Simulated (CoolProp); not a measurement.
Computed with CoolProp (reference Helmholtz-energy equation of state, Thol 2019).

Question: Give the vapour pressure (MPa), vapour density (kg/m³) of saturated dodecamethylpentasiloxane (MD3M) at 496, 504.3 K.

Answer: 
| T (K) | p (MPa) | vapour density (kg/m³) |
|---|---|---|
| 496 | 0.0860 | 8.87 |
| 504.3 | 0.104 | 10.8 |
